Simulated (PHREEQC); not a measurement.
A made-up water analysis in mg/L, 20 °C, pH 6.66, pe 8.9: Na 0.0507; K 0.000909; Ca 0.0502; Mg 0.0204; Cl 0.0484; S(6) as SO4 0.156; Alkalinity as HCO3 0.124; Pb 0.00127.

Na is adjusted to close the charge balance.
Valence states are taken as typed.

All values are PHREEQC results (ion-association model, phreeqc.dat), not measurements.

Each row changes one thing in this solution. This is a speciation only: nothing precipitates in the calculation.

| case | ionic strength (mol/kgw) | HCO3- (mol/kgw) | CO2 (mol/kgw) | Pb+2 (mol/kgw) | PbOH+ (mol/kgw) | CO3-2 (mol/kgw) | SI of Pb(OH)2 (Pb(OH)2) | SI of Cerussite (PbCO3) |
|---|---|---|---|---|---|---|---|---|
| as made | 1.06e-5 | 2.22e-6 | 1.17e-6 | 5.58e-9 | 4.92e-10 | 4.32e-10 | -3.26 | -4.44 |
| pH from 6.66 to 5.66 at the same alkalinity | 1.26e-5 | ___ | ___ | 6.04e-9 | ___ | 8.24e-11 | ___ | -5.13 |
| temperature from 20 to 50 °C at the same typed pH | 1.06e-5 | ___ | 8.41e-7 | 5.57e-9 | 4.90e-10 | 6.19e-10 | -2.30 | -4.62 |
| Mg from 0.0204 to 0.0408 mg/L | 1.14e-5 | 2.22e-6 | 1.17e-6 | 5.58e-9 | 4.92e-10 | 4.32e-10 | -3.26 | -4.44 |
| all concentrations times 2 at the same typed pH | 2.09e-5 | 4.25e-6 | 2.23e-6 | 1.11e-8 | 9.72e-10 | 8.31e-10 | -2.97 | -3.86 |

Fill in the missing entries.


- pH from 6.66 to 5.66 at the same alkalinity, HCO3- (mol/kgw): 4.23e-6
- pH from 6.66 to 5.66 at the same alkalinity, CO2 (mol/kgw): 2.22e-5
- pH from 6.66 to 5.66 at the same alkalinity, PbOH+ (mol/kgw): 5.32e-11
- pH from 6.66 to 5.66 at the same alkalinity, SI of Pb(OH)2 (Pb(OH)2): -5.23
- temperature from 20 to 50 °C at the same typed pH, HCO3- (mol/kgw): 2.00e-6

At this temperature some constants are extrapolated from 25 °C, and those without enthalpy data are left unchanged.
